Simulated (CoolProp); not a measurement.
A closed Brayton cycle with carbon dioxide: compressor inlet 307.15 K and 8.9 MPa, high pressure 28.4 MPa, turbine inlet 885 K, compressor efficiency 0.89, turbine efficiency 0.93, recuperator effectiveness 0 (on enthalpy, no pinch check). Each further row changes one setting.

The numbers come from the reference Helmholtz-energy equation of state, Span 1996 in CoolProp.

```
case                           thermal efficiency (%)  net work (kJ/kg)  compressor to turbine work  compressor exit (K)  turbine exit (K)
-----------------------------  ----------------------  ----------------  --------------------------  -------------------  ----------------
as stated                                           ?               139                        0.17                339.4             736.2
turbine inlet 835 K                                 ?               128                           ?                339.4             691.4
compressor inlet 317.15 K                           ?               122                        0.28                392.7             736.2
high pressure 24.1 MPa                              ?               123                        0.16                333.9                 ?
recuperator effectiveness 0.5                    25.6               139                        0.17                339.4             736.2
```

**Question.** What belongs in the gaps?

**Answer.** 
- as stated, thermal efficiency (%): 17.7
- turbine inlet 835 K, thermal efficiency (%): 17.8
- turbine inlet 835 K, compressor to turbine work: 0.19
- compressor inlet 317.15 K, thermal efficiency (%): 18.1
- high pressure 24.1 MPa, thermal efficiency (%): 15.5
- high pressure 24.1 MPa, turbine exit (K): 756.5
